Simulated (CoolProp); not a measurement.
Computed with CoolProp (reference Helmholtz-energy equation of state, Span 1996).

Question: Give the vapour pressure (kPa), liquid cp (kJ/(kg K)), liquid viscosity (µPa s), vapour viscosity (µPa s) of saturated carbon dioxide at 274.8 K.

Answer: 
```tsv
T (K)	p (kPa)	liquid cp (kJ/(kg K))	liquid viscosity (µPa s)	vapour viscosity (µPa s)
274.8	3640	2.60	97.5	14.7
```

Viscosity comes from a separate model (Laesecke 2017).
